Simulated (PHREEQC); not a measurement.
Dissolve 0.019 mol H3BO3 and 0.35 mol KOH per kg of water at 20 °C. Closed to the air; pH follows from the charge balance.

Equilibrium calculation in PHREEQC: ion-association model, phreeqc.dat.

No solid was allowed to form.

**Question.** Estimate the pH.

**Answer.** pH 13.51.
